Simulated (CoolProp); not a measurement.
Ethylene along the isotherm 37.55 °C: density (kg/m³) from the reference equation and from simpler models built on Tc = 9.2 °C, pc = 50.42 bar, ω = 0.087; each cubic takes its own stable root.

The numbers come from the reference Helmholtz-energy equation of state, Smukala 2000 in CoolProp.

```tsv
p (bar)	phase	reference
50.4	gas	78.62
101	supercritical	278.8
151	supercritical	347.8
202	supercritical	380.1
252	supercritical	401.3
303	supercritical	417.8
353	supercritical	431.0
403	supercritical	442.3
454	supercritical	452.3
504	supercritical	461.0
```

How far does each simpler model (ideal gas, Redlich-Kwong, Soave-Redlich-Kwong, Peng-Robinson) lie from the reference over these 10 states: mean and median of the absolute difference, and the worst?


- ideal gas: mean 27.9 %, median 25.8 %, worst -60.7 % at 37.55 °C and 101 bar
- Redlich-Kwong: mean 3.8 %, median 3.0 %, worst -8.9 % at 37.55 °C and 101 bar
- Soave-Redlich-Kwong: mean 4.6 %, median 3.6 %, worst -11.7 % at 37.55 °C and 101 bar
- Peng-Robinson: mean 5.5 %, median 5.6 %, worst +8.9 % at 37.55 °C and 504 bar
